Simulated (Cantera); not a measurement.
Input: 1 mol SiO₂, 1.5 mol MgCl₂, 7.8 mol O₂, held at 1350 K and 1.00 Torr.

Equilibrium computed with Cantera from the NASA thermochemical tables; the gas is ideal and each condensed phase is pure. Candidate condensed phases: Mg, MgCl₂, MgO, MgSiO₃, Mg₂SiO₄, Si, SiO₂; 20 gas species. Mutual solubility and eutectic melting of coexisting phases are not modelled. Condensed phases not in the tables: alloys, solid solutions and most ternary compounds. Equilibrium is a limit: real reactors are often held back by kinetics, nucleation or transport.

Base state: O₂ 0.764, Cl 0.149, Cl₂ 0.0812, MgCl₂ 0.00622, ClO 0.000144, O 1.01e-5 (mole fractions); condensed: MgSiO₃(s) + Mg₂SiO₄(s).

### Question
What changes in the equilibrium state with this change: MgCl₂ from 1.5 to 0.56 mol?

### Answer
| species | before | after |
|---|---|---|
| O₂ | 0.764 | 0.893 |
| Cl | 0.149 | 0.0817 |
| Cl₂ | 0.0812 | 0.0245 |
| MgCl₂ | 0.00622 | 0.00111 |
| ClO | 0.000144 | 8.55e-5 |
| O | 1.01e-5 | 1.09e-5 |
| MgSiO₃(s), mol | 0.558 | 0.551 |
| Mg₂SiO₄(s), mol | 0.442 | 0 |
| SiO₂(β-quartz), mol | 0 | 0.449 |
The tables hold silica as quartz up to 1696 K and as liquid above; real silica turns to tridymite and cristobalite and melts near 1996 K.

### Question
What changes in the equilibrium state with this change: MgCl₂ from 1.5 to 0.52 mol?

### Answer
```tsv
species	before	after
O₂	0.764	0.899
Cl	0.149	0.0776
Cl₂	0.0812	0.0221
MgCl₂	0.00622	0.00100
ClO	0.000144	8.16e-5
O	1.01e-5	1.10e-5
MgSiO₃(s), mol	0.558	0.512
Mg₂SiO₄(s), mol	0.442	0
SiO₂(β-quartz), mol	0	0.488
```
The tables hold silica as quartz up to 1696 K and as liquid above; real silica turns to tridymite and cristobalite and melts near 1996 K.

### Question
What changes in the equilibrium state with this change: temperature from 1350 K to 1125 K?

### Answer
```csv
species,before,after
O₂,0.764,0.815
Cl₂,0.0812,0.162
Cl,0.149,0.0226
MgCl₂,0.00622,0.000209
O,1.01e-5,1.14e-7
ClO,0.000144,3.42e-5
"MgSiO₃(s), mol",0.558,0.502
"Mg₂SiO₄(s), mol",0.442,0.498
```
